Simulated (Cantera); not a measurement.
## Reactions in the system C-Cl-Si

Standard-state values (1 bar) from the NASA 1993 polynomials, evaluated with Cantera. Values are per mole of reaction as written; species without (g) are pure solids or liquids, kept so even where they would boil at 1 bar.

2 SiCl2(g) + 2 C ⇌ Si2C(g) + CCl4(g)

```csv
T (K),ΔH° (kJ),ΔS° (J/K),ΔG° (kJ),log10 K
1525,784.9,-9.3,799.2,-27.37
1550,785.0,-9.3,799.4,-26.94
1575,785.1,-9.2,799.6,-26.52
1600,785.2,-9.2,799.8,-26.11
1625,785.3,-9.1,800.1,-25.72
1650,785.3,-9.1,800.3,-25.34
1675,785.4,-9.0,800.5,-24.96
```

SiC2(g) + 2 Cl2(g) ⇌ SiCl4(g) + 2 C

```json
[
 {"T (K)": "1525", "ΔH° (kJ)": "-1261.7", "ΔS° (J/K)": "-324.3", "ΔG° (kJ)": "-767.1", "log10 K": "26.27"},
 {"T (K)": "1550", "ΔH° (kJ)": "-1261.2", "ΔS° (J/K)": "-324.0", "ΔG° (kJ)": "-759.0", "log10 K": "25.58"},
 {"T (K)": "1575", "ΔH° (kJ)": "-1260.7", "ΔS° (J/K)": "-323.7", "ΔG° (kJ)": "-750.9", "log10 K": "24.90"},
 {"T (K)": "1600", "ΔH° (kJ)": "-1260.2", "ΔS° (J/K)": "-323.4", "ΔG° (kJ)": "-742.8", "log10 K": "24.25"},
 {"T (K)": "1625", "ΔH° (kJ)": "-1259.8", "ΔS° (J/K)": "-323.1", "ΔG° (kJ)": "-734.7", "log10 K": "23.62"},
 {"T (K)": "1650", "ΔH° (kJ)": "-1259.3", "ΔS° (J/K)": "-322.8", "ΔG° (kJ)": "-726.7", "log10 K": "23.00"},
 {"T (K)": "1675", "ΔH° (kJ)": "-1258.8", "ΔS° (J/K)": "-322.5", "ΔG° (kJ)": "-718.6", "log10 K": "22.41"}
]
```
